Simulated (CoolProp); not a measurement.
Propylene along the isotherm 128.15 °C: fugacity coefficient from the reference equation and from simpler models built on Tc = 91.1 °C, pc = 4.555 MPa, ω = 0.146; each cubic takes its own stable root.

Computed with CoolProp (reference Helmholtz-energy equation of state, Lemmon 2013).

```tsv
p (MPa)	phase	reference
0.072	gas	0.9960
0.137	gas	0.9924
0.259	gas	0.9857
0.491	gas	0.9729
0.93	gas	0.9490
1.76	gas	0.9045
3.34	gas	0.8223
6.34	supercritical	0.6725
12	supercritical	0.4678
22.8	supercritical	0.3482
```

Problem. How far does each simpler model (van der Waals, Redlich-Kwong, Soave-Redlich-Kwong, Peng-Robinson) lie from the reference over these 10 states: mean and median of the absolute difference, and the worst?

Solution. 
- van der Waals: mean 1.8 %, median 0.3 %, worst +13.0 % at 128.15 °C and 22.8 MPa
- Redlich-Kwong: mean 0.6 %, median 0.1 %, worst +3.5 % at 128.15 °C and 22.8 MPa
- Soave-Redlich-Kwong: mean 1.4 %, median 0.1 %, worst +7.9 % at 128.15 °C and 22.8 MPa
- Peng-Robinson: mean 1.2 %, median 0.9 %, worst -3.2 % at 128.15 °C and 6.34 MPa
